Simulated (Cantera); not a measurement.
**Premixed flame**

A freely propagating, adiabatic, planar premixed flame of CH₄ : O₂ : N₂ = 1 : 1.67 : 4.5 (molar parts), equivalence ratio 1.2, unburnt at 425 K and 1.50 bar; multicomponent transport, grid criteria slope 0.08 and curve 0.16, no radiation.

Computed with Cantera and GRI-Mech 3.0 (53 species, 325 reactions). Burning velocities carry a grid error of a few per cent, more on coarse grids.

| z (mm) | T (K) | u (m/s) | x CH₄ | x O₂ | x HO₂ | x O | x CO₂ | x H₂O |
|---|---|---|---|---|---|---|---|---|
| -0.613 | 425 | 0.962 | 0.139 | 0.233 | 3.04e-8 | <1e-8 | 3.66e-8 | 1.15e-5 |
| -0.409 | 426 | 0.968 | 0.139 | 0.232 | 6.58e-7 | <1e-8 | 1.21e-6 | 0.000198 |
| -0.306 | 434 | 0.988 | 0.138 | 0.231 | 4.16e-6 | <1e-8 | 1.06e-5 | 0.00108 |
| -0.204 | 507 | 1.17 | 0.132 | 0.224 | 4.77e-5 | 8.04e-8 | 0.000216 | 0.00938 |
| -0.102 | 1043 | 2.46 | 0.0941 | 0.178 | 0.000197 | 1.55e-5 | 0.00452 | 0.0670 |
| -0.0511 | 1540 | 3.70 | 0.0515 | 0.124 | 0.000227 | 0.000152 | 0.0125 | 0.123 |
| 0 | 1980 | 4.82 | 0.0134 | 0.0635 | 0.000113 | 0.000749 | 0.0255 | 0.177 |
| 0.0511 | 2184 | 5.34 | 0.00137 | 0.0273 | 1.94e-5 | 0.00188 | 0.0397 | 0.204 |
| 0.102 | 2240 | 5.45 | 7.95e-5 | 0.0138 | 5.74e-6 | 0.00270 | 0.0510 | 0.212 |
| 0.204 | 2280 | 5.52 | 3.05e-7 | 0.00772 | 3.39e-6 | 0.00278 | 0.0618 | 0.213 |
| 0.409 | 2327 | 5.61 | <1e-8 | 0.00576 | 2.54e-6 | 0.00224 | 0.0664 | 0.215 |
| 0.817 | 2384 | 5.73 | <1e-8 | 0.00421 | 1.81e-6 | 0.00156 | 0.0680 | 0.220 |
| 1.63 | 2438 | 5.84 | <1e-8 | 0.00273 | 1.15e-6 | 0.000959 | 0.0694 | 0.225 |
x: mole fraction of selected species; z is measured from the peak of heat release.

```yaml
laminar_burning_velocity: 96.1 cm/s
thermal_thickness: 0.204 mm
peak x(HO₂): 0.000227
peak x(O): 0.00287
grid_points: 159
```
